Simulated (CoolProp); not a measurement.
Ethylene along the isobar 6.11 MPa: Z from the reference equation and from simpler models built on Tc = 282.4 K, pc = 5.042 MPa, ω = 0.087; each cubic takes its own stable root.

Model: reference Helmholtz-energy equation of state, Smukala 2000, in CoolProp.

| T (K) | phase | reference | van der Waals | Redlich-Kwong | Soave-Redlich-Kwong | Peng-Robinson |
|---|---|---|---|---|---|---|
| 145.7 | liquid | 0.2339 | 0.3552 | 0.2417 | 0.2422 | 0.2154 |
| 151 | liquid | 0.2283 | 0.3460 | [?] | 0.2362 | [?] |
| 156.3 | liquid | 0.2232 | 0.3376 | 0.2306 | 0.2308 | 0.2050 |
| 161.6 | liquid | 0.2184 | 0.3298 | 0.2258 | 0.2258 | 0.2005 |
| 166.9 | liquid | 0.2141 | [?] | 0.2214 | 0.2213 | 0.1964 |
| 172.2 | liquid | 0.2101 | 0.3162 | 0.2175 | [?] | 0.1927 |
| 177.5 | liquid | 0.2065 | 0.3102 | 0.2140 | 0.2135 | 0.1894 |
| 182.8 | liquid | 0.2032 | 0.3047 | 0.2109 | 0.2102 | 0.1864 |
| 188.2 | liquid | 0.2001 | 0.2996 | 0.2081 | 0.2073 | 0.1837 |
| 193.5 | liquid | 0.1974 | 0.2951 | 0.2057 | 0.2047 | 0.1814 |
| 198.8 | liquid | 0.1950 | 0.2911 | 0.2037 | 0.2026 | 0.1794 |
| 204.1 | liquid | 0.1929 | 0.2874 | 0.2020 | 0.2007 | 0.1777 |
| 209.4 | liquid | [?] | [?] | 0.2007 | 0.1993 | 0.1764 |
| 214.7 | liquid | 0.1894 | 0.2814 | 0.1997 | 0.1981 | 0.1754 |

Some entries are withheld; supply them.


- 151, Redlich-Kwong: 0.2359
- 151, Peng-Robinson: 0.2099
- 166.9, van der Waals: 0.3227
- 172.2, Soave-Redlich-Kwong: 0.2172
- 209.4, reference: 0.1910
- 209.4, van der Waals: 0.2842
